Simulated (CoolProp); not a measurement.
CF4 (R14) at 293.15 K and 0.326 MPa is compressed adiabatically to 2.02 MPa with isentropic efficiency 0.9. Each further row changes one setting.

Computed with CoolProp (reference Helmholtz-energy equation of state, Platzer 1990). This equation is an older, rougher fit.

```json
[
 {"case": "as stated", "work (kJ/kg)": "…", "final temperature (K)": "381.5", "final density (kg/m³)": "…"},
 {"case": "efficiency 1", "work (kJ/kg)": "…", "final temperature (K)": "374.0", "final density (kg/m³)": "58.7"},
 {"case": "efficiency 0.65", "work (kJ/kg)": "86.4", "final temperature (K)": "…", "final density (kg/m³)": "52.9"}
]
```

**Question.** What belongs in the gaps?

**Answer.** 
- as stated, work (kJ/kg): 62.4
- as stated, final density (kg/m³): 57.4
- efficiency 1, work (kJ/kg): 56.2
- efficiency 0.65, final temperature (K): 410.1
